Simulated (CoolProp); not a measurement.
A simple Rankine cycle with R236FA: condensing at 325.15 K, boiler at 2.09 MPa, turbine inlet 381.8 K, turbine efficiency 0.6, pump efficiency 0.8, no recuperator. Each further row changes one setting.

Model: reference Helmholtz-energy equation of state, Pan 2012, in CoolProp.

```
case                             thermal efficiency (%)  net work (kJ/kg)  heat in (kJ/kg)  turbine exit temperature (K)  volume ratio over the turbine
-------------------------------  ----------------------  ----------------  ---------------  ----------------------------  -----------------------------
as stated                                           ___               ___              159                         346.6                            ___
condensing temperature 317.15 K                     6.9               ___              169                         342.3                           5.41
boiler pressure 1.46 MPa                            ___               ___              172                         361.8                           2.59
turbine efficiency 0.5                              ___              7.71              159                         348.5                           4.30
```

Problem. Fill in the missing entries.

Solution. 
- as stated, thermal efficiency (%): 6.0
- as stated, net work (kJ/kg): 9.54
- as stated, volume ratio over the turbine: 4.26
- condensing temperature 317.15 K, net work (kJ/kg): 11.6
- boiler pressure 1.46 MPa, thermal efficiency (%): 4.6
- boiler pressure 1.46 MPa, net work (kJ/kg): 7.92
- turbine efficiency 0.5, thermal efficiency (%): 4.8
